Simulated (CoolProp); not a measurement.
Saturated liquid density (kg/m³) of octamethylcyclotetrasiloxane (D4): the reference equation beside estimates from Tc = 586.5 K, pc = 1.347 MPa, ω = 0.598. Rackett uses Z = 0.29056 − 0.08775 ω.

Values from CoolProp's reference Helmholtz-energy equation of state, Thol 2015.

```tsv
T (K)	reference	Rackett	Soave-Redlich-Kwong	Peng-Robinson
334.3	909.1	1063	812.7	913.9
352.9	887.3	1037	797.7	898.0
371.5	865.1	1011	781.3	880.5
390.1	842.4	983.5	763.4	861.2
408.7	819.0	955.0	743.6	839.8
427.3	794.8	925.2	721.7	816.0
445.9	769.6	893.8	697.4	789.3
464.5	742.9	860.6	670.2	759.3
483.1	714.4	824.9	639.5	725.0
501.7	683.4	786.2	604.4	685.5
520.3	648.8	743.0	563.7	639.1
538.9	608.6	693.4	515.2	583.1
557.5	558.2	632.1	454.5	512.2
576.1	481.2	541.7	367.7	409.7
```

Absolute difference from the reference over all 14 rows, mean and median: Rackett 15.5 and 16.0 %, Soave-Redlich-Kwong 12.1 and 10.3 %, Peng-Robinson 3.3 and 2.2 %.
